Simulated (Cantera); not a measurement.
Charge: 1 mol Fe(CO)5, 0.17 mol H2, 18 mol N2, held at 0.110 bar.

Method: chemical equilibrium by Gibbs-energy minimisation in Cantera with the NASA 1993 tables (ideal gas, pure condensed phases). Candidate condensed phases: C, C6H6, C7H8, C8H18, Fe, Fe(CO)5, FeO, Fe(OH)2, Fe(OH)3, Fe2O3, Fe3O4, H2O; 140 gas species. Condensed phases not in the tables: cementite and carbon dissolved in iron. Rates play no part.

log p: log10 of the partial pressure in bar; n: condensed amount in mol.

```csv
T (K),log p N2,log p CO,log p CO2,log p H2,n C(graphite),n Fe(α),n Fe(γ)
875,-1.05,-1.75,-2.47,-3.11,0.699,1.00,0
925,-1.06,-1.67,-2.87,-3.10,0.289,1.00,0
975,-1.07,-1.64,-3.30,-3.10,0.107,1.00,0
1025,-1.07,-1.63,-3.73,-3.10,0.0406,1.00,0
1075,-1.07,-1.63,…,-3.09,…,1.00,0
1125,-1.07,-1.63,…,-3.09,…,1.00,0
1175,-1.07,-1.63,-4.82,-3.09,0.00324,1.00,0
1225,-1.07,-1.62,-5.12,-3.09,0.00149,0,1.00
1275,-1.07,-1.62,-5.40,-3.09,0.000590,0,1.00
1325,-1.07,-1.62,-5.66,-3.09,0,0,1.00
```

Problem. Some entries are withheld; supply them.

Solution. 
- 1125, log p CO2: -4.48
- 1125, n C(graphite): 0.00710
- 1075, log p CO2: -4.12
- 1075, n C(graphite): 0.0164
